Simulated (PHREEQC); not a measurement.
PHREEQC input (ion-association model, wateq4f.dat):

```
SOLUTION_MASTER_SPECIES
  An  An-  0  An  62.0  # stands for a non-complexing anion
SOLUTION_SPECIES
  An- = An-
    -log_k 0
    -gamma 3.0 0
PHASES
  Fix_H+
    H+ = H+
    -log_k 0
SOLUTION 1
  temp 25
  units mmol/kgw
  pH 7 charge
  Cl 0.022
  Ca 0.011
  Na 50
  An 50
END
SELECTED_OUTPUT 1
  -reset false
  -pH true
  -pe true
  -ionic_strength true
  -water true
  -totals Ca Cl Na
  -molalities Hfo_wOH Hfo_wOH2+ Hfo_wO- Hfo_sOH Hfo_sOH2+ Hfo_sO- Hfo_sOHCa+2 Hfo_wOCa+
  -saturation_indices Portlandite Halite
USER_PUNCH 1
  -headings sigma psi
  10 PUNCH EDL("sigma", "Hfo"), EDL("psi", "Hfo")
PRINT
  -reset false
USE solution 1
SURFACE 1
  Hfo_wOH 0.000404494 600 0.18
  Hfo_sOH 1.01124e-05
EQUILIBRIUM_PHASES 1
  Fix_H+ -4 HAn 10
    -force_equality true
  O2(g) -0.68 10
END
# ... the last block is repeated for the other 12 points of pH, with NaOH or the acid as the point needs
```

Selected output (columns that matter, 12 of 13 rows; pH added in front):

```
pH	mu	Ca	Na	m_Hfo_wOH	m_Hfo_wOH2+	m_Hfo_wO-	m_Hfo_sOH	m_Hfo_sOH2+	m_Hfo_sO-	m_Hfo_sOHCa+2	si_Portlandite	si_Halite	sigma	psi
4	0.050315	1.1e-05	0.05	8.2582e-05	0.00032143	4.8606e-07	2.0646e-06	8.0357e-06	1.2152e-08	3.9857e-12	-20.086	-7.7154	0.29392	0.15971
4.67	0.05018	1.1e-05	0.05	0.000161	0.00024103	2.4635e-06	4.0249e-06	6.0259e-06	6.1588e-08	2.5169e-11	-18.746	-7.7152	0.21848	0.14462
5.33	0.05012	1.1e-05	0.05	0.00023033	0.00016689	7.2822e-06	5.7581e-06	4.1721e-06	1.8205e-07	1.7626e-10	-17.426	-7.7151	0.14616	0.12422
6	0.050084	1.0998e-05	0.05	0.00027634	0.00011262	1.5535e-05	6.9076e-06	2.815e-06	3.8831e-07	1.4634e-09	-16.086	-7.7151	0.088908	0.099373
6.67	0.050061	1.0985e-05	0.05	0.00029938	7.9187e-05	2.5929e-05	7.4737e-06	1.9768e-06	6.473e-07	1.4577e-08	-14.746	-7.7151	0.048798	0.070843
7.33	0.050045	1.0824e-05	0.05	0.00030816	6.017e-05	3.6155e-05	7.5779e-06	1.4796e-06	8.8909e-07	1.6582e-07	-13.433	-7.715	0.022289	0.039599
8.67	0.05004	4.4864e-06	0.050034	0.00030667	3.4875e-05	6.1777e-05	3.6275e-06	4.1252e-07	7.3074e-07	5.3417e-06	-11.135	-7.7147	-0.013728	-0.025783
9.33	0.050069	8.234e-07	0.050086	0.00029557	2.4696e-05	8.1042e-05	2.2958e-06	1.9181e-07	6.2946e-07	6.9954e-06	-10.552	-7.7143	-0.035392	-0.056905
10	0.050184	7.7172e-08	0.050222	0.00027483	1.5768e-05	0.00010974	2.2989e-06	1.319e-07	9.1795e-07	6.7636e-06	-10.24	-7.7133	-0.068859	-0.086883
10.67	0.050665	8.2892e-09	0.050731	0.0002351	8.1011e-06	0.0001563	2.4201e-06	8.3394e-08	1.609e-06	5.9999e-06	-9.8718	-7.7095	-0.11859	-0.11342
11.33	0.05277	1.3543e-09	0.052874	0.00017139	3.0048e-06	0.00022394	2.2681e-06	3.9764e-08	2.9636e-06	4.8409e-06	-9.35	-7.6943	-0.18586	-0.1351
12	0.062724	4.7029e-10	0.062873	8.7517e-05	5.6877e-07	0.00030849	1.5504e-06	1.0076e-08	5.465e-06	3.0868e-06	-8.5185	-7.6308	-0.26741	-0.14924
```
